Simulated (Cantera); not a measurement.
Cantera run:

```python
import numpy as np
import cantera as ct

gas_names = """
    B BCL BCL2 BCL3 BN B2 CL CL2 N N2
""".split()
cond_names = """
    B(b) B(L) BN(s)
""".split()


# ... load() reads the species with a 1 bar reference pressure and builds the phases ...
atoms = {
    'BN': {'B': 1, 'N': 1},
    'Cl2': {'CL': 2},
    'N2': {'N': 2},
}
top_T = {'BN(s)': 3200}  # K; cautious upper limits of use, not melting points


# ... equilibrate(T, P, feed) seeds the gas with the atoms and calls Mixture.equilibrate('TP', solver="vcs", rtol=1e-11, max_steps=5000) ...
results = []
feed = {'BN': 1, 'Cl2': 32, 'N2': 0.62}  # mol
T = 2100  # K
P = 5700  # Pa
mix = equilibrate(T, P, feed)
results.append((T, P, feed, dict(zip(mix.species_names, mix.species_moles))))
print(gas.report(threshold=0.001))
for i in range(1, mix.n_phases):
    print(f"{mix.phase(i).name:16s} {mix.phase_moles(i):12.5e} mol")
```

It prints:

```
       temperature   2100 K
          pressure   5700 Pa
           density   0.012463 kg/m^3
  mean mol. weight   38.178 kg/kmol
   phase of matter   gas

                          1 kg             1 kmol
                     ---------------   ---------------
          enthalpy        3.8804e+06        1.4814e+08  J
   internal energy         3.423e+06        1.3068e+08  J
           entropy            6381.5        2.4363e+05  J/K
    Gibbs function       -9.5207e+06       -3.6348e+08  J
 heat capacity c_p             610.8             23319  J/K
 heat capacity c_v            393.02             15005  J/K

                      mass frac. Y      mole frac. X     chem. pot. / RT
                     ---------------   ---------------   ---------------
              BCL3          0.050109          0.016329           -74.683
                CL           0.85615           0.92203            -18.81
               CL2          0.079758          0.042947            -37.62
                N2          0.013577          0.018503           -33.961
     [   +6 minor]         0.0004045        0.00019156

B(b)              0.00000e+00 mol
BN(s)             0.00000e+00 mol
```

These are equilibrium values from Cantera (NASA tables, ideal gas, pure condensed phases), not measurements of a reactor. The tables' values for BCl2 are old estimates; treat these amounts as uncertain.
